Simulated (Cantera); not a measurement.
A freely propagating, adiabatic, planar premixed flame of CH4 : O2 : N2 = 1 : 1.54 : 5.78 (molar parts), unburnt at 475 K and 0.168 atm; mixture-averaged transport, grid criteria slope 0.08 and curve 0.16, no radiation.

Cantera simulation using GRI-Mech 3.0 (53 species, 325 reactions); the numbers are that mechanism's predictions, not measurements. Burning velocities carry a grid error of a few per cent, more on coarse grids.

Problem. How do the results move with these cheaper or finer settings: unity-Lewis-number transport; multicomponent transport; multicomponent+Soret transport; grid criteria slope 0.5, curve 1; grid criteria slope 0.25, curve 0.5; grid criteria slope 0.03, curve 0.06?

Solution. 
```csv
setting,laminar burning velocity,thermal thickness,peak x(CH3),peak x(H),grid points
as above,95.1 cm/s,1.88 mm,0.00516,0.0147,165
unity-Lewis-number transport,57.3 cm/s,2.54 mm,0.00361,0.0184,141
multicomponent transport,94.8 cm/s,1.91 mm,0.00518,0.0147,165
multicomponent+Soret transport,94.7 cm/s,1.88 mm,0.00508,0.0149,165
"grid criteria slope 0.5, curve 1",103 cm/s,2.16 mm,0.00490,0.0153,49
"grid criteria slope 0.25, curve 0.5",97.7 cm/s,1.99 mm,0.00506,0.0150,72
"grid criteria slope 0.03, curve 0.06",93.9 cm/s,1.87 mm,0.00516,0.0145,370
```
The base run took around 70 core-seconds (rough).
Unity Lewis numbers drop preferential diffusion, which matters most where H2 and H carry the flame; Soret adds thermal diffusion.
